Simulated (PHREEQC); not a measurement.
Consider water at 20 °C with 6.6 mmol/kgw HF and 35 mmol/kgw CsF. Closed to the air; pH follows from the charge balance.

The numbers come from PHREEQC with the ion-association model, wateq4f.dat.

```json
[
 {"quantity": "pH", "before": "3.85", "after": "2.74"},
 {"quantity": "ionic strength (mol/kgw)", "before": "0.0352", "after": "0.0371"},
 {"quantity": "F- (mol/kgw)", "before": "0.0345", "after": "0.00208"},
 {"quantity": "HF (mol/kgw)", "before": "0.00554", "after": "0.00433"},
 {"quantity": "HF2- (mol/kgw)", "before": "0.000708", "after": "3.35e-5"}
]
```

Question: Which change was made?
(A) HF left out
(B) HF from 0.0066 to 0.066 mol/kgw
(C) temperature from 20 to 10 °C
(D) temperature from 20 to 90 °C
(E) CsF replaced by CsI at the same molality

Answer: E, CsF replaced by CsI at the same molality

Precipitation was switched off in this run.
